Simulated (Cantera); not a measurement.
## Si + Br2 + N2 (silicon etching in halogen gases)

Charge: 1 mol Si, 2.5 mol Br2, 10 mol N2, at 1.30e-5 bar.

Equilibrium computed with Cantera from the NASA thermochemical tables; the gas is ideal and each condensed phase is pure. Candidate condensed phases: Br2, Si, Si3N4; 13 gas species. The tables' values for SiBr3, SiBr are old estimates; treat these amounts as uncertain. Kinetics and transport are ignored.

From 575 K to 1575 K nothing is condensed. The main Si-bearing gas is SiBr4 at 575 K and SiBr2 at 1575 K.

```tsv
T (K)	x N2	x Br	x SiBr4	x SiBr2	x Br2	x SiBr3
575	0.870	5.73e-5	0.0870	<1e-12	0.0434	<1e-12
675	0.869	0.00116	0.0869	<1e-12	0.0429	1.70e-11
775	0.865	0.0102	0.0865	<1e-12	0.0381	3.32e-9
875	0.851	0.0430	0.0851	5.16e-10	0.0211	2.44e-7
975	0.837	0.0754	0.0837	6.13e-7	0.00412	1.31e-5
1075	0.833	0.0835	0.0824	0.000396	0.000531	0.000476
1175	0.789	0.132	0.0502	0.0247	0.000204	0.00398
1275	0.720	0.207	0.00316	0.0668	0.000103	0.00212
1375	0.715	0.214	6.63e-5	0.0710	2.83e-5	0.000395
1475	0.714	0.215	2.13e-6	0.0709	8.77e-6	8.57e-5
1575	0.710	0.219	1.04e-7	0.0666	3.26e-6	2.16e-5
```
x: gas mole fraction; nothing condenses.
